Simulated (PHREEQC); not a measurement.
Dissolve 0.23 mol HCl and 0.013 mol KCl per kg of water at 20 °C. Closed to the air; pH follows from the charge balance.

Equilibrium calculation in PHREEQC: ion-association model, phreeqc.dat.

Each row changes one thing in this solution. No solid was allowed to form.

| case | pH | ionic strength (mol/kgw) |
|---|---|---|
| as made | 0.74 | 0.243 |
| KCl replaced by AlCl3 at the same molality | 0.74 | 0.308 |
| HCl replaced by AlCl3 at the same molality | 3.17 | 1.39 |
| diluted 10-fold with water | 1.69 | 0.0243 |
| HCl replaced by FeCl2 at the same molality | 5.47 | 0.653 |
| KCl from 0.013 to 0.026 mol/kgw | 0.74 | 0.256 |
| temperature from 20 to 45 °C | 0.74 | 0.243 |

The ionic strength passes 0.7 mol/kgw, the rough limit of the ion-association models, in HCl replaced by AlCl3 at the same molality. Species that the database lacks are ignored. Constants without temperature data keep their 25 °C values here.
